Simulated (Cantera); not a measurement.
A closed system holds: 1 mol Al, 1.7 mol H2O, 3.4 mol H2, equilibrated at 1025 °C and 1 atm.

Equilibrium computed with Cantera from the NASA thermochemical tables; the gas is ideal and each condensed phase is pure. Candidate condensed phases: Al, Al2O3, H2O; 19 gas species. Kinetics and transport are ignored.

Base state: H2 0.961, H2O 0.0392 (mole fractions); condensed: Al2O3(s).

Problem. What changes in the equilibrium state with this change: Al replaced by Si?

Solution. 
| species | before | after |
|---|---|---|
| H2 | 0.961 | 1.000 |
| H2O | 0.0392 | 2.69e-7 |
| Al2O3(s), mol | 0.500 | 0 |
| Si(s), mol | 0 | 0.150 |
| SiO2(β-quartz), mol | 0 | 0.850 |
Mutual solubility and eutectic melting of coexisting phases are not modelled. The tables hold silica as quartz up to 1696 K and as liquid above; real silica turns to tridymite and cristobalite and melts near 1996 K. Further candidate phases: Si, SiO2.
